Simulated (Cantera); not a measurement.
Input (Python, Cantera):

```python
import numpy as np
import cantera as ct

gas = ct.Solution("gri30.yaml")
gas.TPX = 1700, 101325, {'CH4': 1, 'CO': 0.37, 'O2': 3.64, 'N2': 9.1, 'H2O': 1.9}
reactor = ct.IdealGasConstPressureReactor(gas, energy="on", clone=False)
net = ct.ReactorNet([reactor])
net.rtol, net.atol = 1e-08, 1e-16
show = ['CH4', 'CO', 'O2', 'N2O', 'H2']
times = np.geomspace(3e-06, 10, 15)

steps = ct.SolutionArray(gas, extra=["t"])
rows = []
print(f"{'t/s':>10s}{'T/K':>9s}{'P/Pa':>11s}" + "".join(f"{s:>11s}" for s in show))
for t in times:
    while net.time < t:
        t_next = net.step()
        steps.append(gas.state, t=t_next)
    rows.append([np.interp(t, steps.t, y) for y in (steps.T, steps.P, *steps(*show).X.T)])
    print(f"{t:10.3e}{rows[-1][0]:9.1f}{rows[-1][1]:11.4g}" + "".join(f"{x:11.3e}" for x in rows[-1][2:]))
rate = np.gradient(steps.T, steps.t)
print("integrator steps:", len(steps.t))
if steps.T.max() > steps.T[0] + 200:
    print(f"time of steepest temperature rise: {steps.t[rate.argmax()]:.4e} s")
gas.TPX = 1700, 101325, {'CH4': 1, 'CO': 0.37, 'O2': 3.64, 'N2': 9.1, 'H2O': 1.9}
gas.equilibrate("HP")
print(f"equilibrium (HP): T = {gas.T:.1f} K  " + "  ".join(f"{s} {gas[s].X[0]:.3e}" for s in show))
```

Result:

```
       t/s      T/K       P/Pa        CH4         CO         O2        N2O         H2
 3.000e-06   1700.0  1.013e+05  6.245e-02  2.311e-02  2.274e-01  8.925e-12  1.470e-06
 8.771e-06   1699.9  1.013e+05  6.242e-02  2.311e-02  2.273e-01  4.735e-11  5.110e-06
 2.564e-05   1699.8  1.013e+05  6.230e-02  2.310e-02  2.273e-01  2.520e-10  2.119e-05
 7.497e-05   1701.2  1.013e+05  6.114e-02  2.312e-02  2.267e-01  1.591e-09  2.107e-04
 2.192e-04   2523.1  1.013e+05  6.915e-17  2.407e-02  9.404e-02  3.550e-07  1.282e-02
 6.408e-04   2664.9  1.013e+05  8.497e-17  1.821e-02  9.152e-02  6.371e-07  8.923e-03
 1.873e-03   2661.1  1.013e+05  8.442e-17  1.810e-02  8.966e-02  6.483e-07  8.881e-03
 5.477e-03   2654.6  1.013e+05  8.343e-17  1.792e-02  8.654e-02  7.011e-07  8.812e-03
 1.601e-02   2651.6  1.013e+05  8.296e-17  1.784e-02  8.508e-02  7.391e-07  8.779e-03
 4.682e-02   2651.5  1.013e+05  8.294e-17  1.783e-02  8.504e-02  7.404e-07  8.778e-03
 1.369e-01   2651.5  1.013e+05  8.294e-17  1.783e-02  8.504e-02  7.404e-07  8.778e-03
 4.002e-01   2651.5  1.013e+05  8.294e-17  1.783e-02  8.504e-02  7.404e-07  8.778e-03
 1.170e+00   2651.5  1.013e+05  8.294e-17  1.783e-02  8.504e-02  7.404e-07  8.778e-03
 3.420e+00   2651.5  1.013e+05  8.294e-17  1.783e-02  8.504e-02  7.404e-07  8.778e-03
 1.000e+01   2651.5  1.013e+05  8.294e-17  1.783e-02  8.504e-02  7.404e-07  8.778e-03
integrator steps: 1755
time of steepest temperature rise: 1.6183e-04 s
equilibrium (HP): T = 2651.5 K  CH4 1.155e-16  CO 1.783e-02  O2 8.504e-02  N2O 7.404e-07  H2 8.778e-03
```

Detailed kinetics in Cantera: GRI-Mech 3.0 (53 species, 325 reactions).
